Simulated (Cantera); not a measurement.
Input: 1 mol V, 0.054 mol H₂O, 76 mol N₂, 0.18 mol N₂O, held at 1750 K and 0.100 bar.

Cantera equilibrium calculation (NASA polynomials, part measured and part estimated; ideal gas, pure solids and liquids). Candidate condensed phases: H₂O, V, VN, VO, V₂O₃, V₂O₄, V₂O₅; 28 gas species. Mutual solubility and eutectic melting of coexisting phases are not modelled. VN, VO: taken at fixed stoichiometry. Condensed phases not in the tables: solid solutions among these carbides, nitrides and lower oxides, V₂N. The numbers say what is thermodynamically allowed, not how fast it happens.

Base state: N₂ 0.999, H₂ 0.000700, H 1.95e-5 (mole fractions); condensed: VN(s) + VO(s).

Problem. What changes in the equilibrium state with this change: H₂O from 0.054 to 0.27 mol?

Solution. 
| species | before | after |
|---|---|---|
| N₂ | 0.999 | 0.996 |
| H₂ | 0.000700 | 0.00351 |
| H | 1.95e-5 | 4.36e-5 |
| H₂O | 2.52e-6 | 1.26e-5 |
| VN(s), mol | 0.766 | 0.551 |
| VO(s), mol | 0.234 | 0.449 |

Problem. What changes in the equilibrium state with this change: N₂O from 0.18 to 6.6 mol?

Solution. 
| species | before | after |
|---|---|---|
| N₂ | 0.999 | 0.971 |
| O₂ | <1e-9 | 0.0264 |
| NO | 3.26e-9 | 0.00137 |
| VO₂ | 4.69e-7 | 0.000153 |
| O | <1e-9 | 3.84e-5 |
| OH | 4.11e-9 | 4.19e-5 |
| VN(s), mol | 0.766 | 0 |
| VO(s), mol | 0.234 | 0 |
| V₂O₄(s), mol | 0 | 0.493 |
Condensed phases not in the tables: the oxides between V₂O₃ and V₂O₅ other than VO₂.
